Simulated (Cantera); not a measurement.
**Silicon oxide and oxynitride deposition: SiCl4 + O2 + N2**

Feed: 1 mol SiCl4, 0.77 mol O2, 30 mol N2, equilibrated at 210 Pa.

These are equilibrium values from Cantera (NASA tables, ideal gas, pure condensed phases), not measurements of a reactor. Candidate condensed phases: Si, SiO2, Si2N2O, Si3N4; 23 gas species. The tables' values for SiCl3 are old estimates; treat these amounts as uncertain. The tables hold silica as quartz up to 1696 K and as liquid above; real silica turns to tridymite and cristobalite and melts near 1996 K. Kinetics and transport are ignored.

```
T (K)   x N2      x Cl     x Cl2     x SiO  x SiCl4   x SiCl3   x SiCl2  n SiO2(β-quartz)  n SiO2(condensed)
-----  -----  --------  --------  --------  -------  --------  --------  ----------------  -----------------
923    0.944  0.000535    0.0482    <1e-12  0.00724  3.22e-11    <1e-12             0.770                  0
1023   0.943   0.00258    0.0471    <1e-12  0.00723   1.00e-9    <1e-12             0.770                  0
1123   0.940   0.00914    0.0437    <1e-12  0.00721   1.73e-8    <1e-12             0.770                  0
1223   0.933    0.0246    0.0356    <1e-12  0.00715   1.99e-7  4.41e-11             0.770                  0
1323   0.921    0.0496    0.0225  1.12e-10  0.00706   1.80e-6   2.52e-9             0.770                  0
1423   0.910    0.0736   0.00992   1.83e-8  0.00696   1.47e-5   1.23e-7             0.770                  0
1523   0.904    0.0862   0.00337   2.20e-6  0.00681  0.000109   5.17e-6             0.770                  0
1623   0.900    0.0915   0.00111  0.000162  0.00606  0.000613  0.000145             0.767                  0
1723   0.888     0.102  0.000468   0.00427  0.00242   0.00118   0.00108                 0              0.698
1823   0.872     0.115  0.000225    0.0128  3.20e-5   6.19e-5  0.000185                 0              0.549
```
x: gas mole fraction; n: condensed amount in mol.

From 923 K to 1623 K the condensed part is SiO2(β-quartz). From 1723 K to 1823 K the condensed part is SiO2(condensed). The main Si-bearing gas is SiCl4 at 923 K and SiO at 1823 K.
